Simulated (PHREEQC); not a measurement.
Make-up at 75 °C: 0.0014 mol HF, 0.00044 mol LiBr, 4e-05 mol Cu(NO3)2 and 0.0076 mol NaNO3 per kg of water. Closed to the air; pH follows from the charge balance.

The numbers come from PHREEQC with the ion-association model, phreeqc.dat.

Precipitation was switched off in this run.

### Question
Order these F species by the share of F that they hold, largest first: HF2-, F-, NaF, HF.

### Answer
HF (63 %), F- (37 %), HF2- (0.28 %), NaF (0.13 %)

The pH is 3.32 and the ionic strength 0.00868 mol/kgw. Constants without temperature data keep their 25 °C values here.
